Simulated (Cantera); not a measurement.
A perfectly stirred reactor is fed with 4.60 % CH4, 5.06 % H2, 9.01 % O2, 81.3 % N2, equivalence ratio 1.3, at 0.480 bar; it is adiabatic with a 698 K inlet, and is followed from long to short residence time, starting on the burning branch (τ in s: 0.12, 0.057, 0.027, 0.013, 0.0059, 0.0028, 0.0013, 0.00061, 0.00029, 0.00014, 6.3e-05).

Computed with Cantera and GRI-Mech 3.0 (53 species, 325 reactions).

One state of this run: T (K) = 1663; x CH4 = 0.000123; x H2 = 0.0305; x O2 = 0.000652; x C2H2 = 9.35e-6; x CH2O = 5.47e-6. x: mole fraction; the columns are a selection and need not sum to one.

Task: Which value of τ (s) does it belong to?
A. 0.0028
B. 0.12
C. 6.3e-5
D. 0.013

Result: D, 0.013
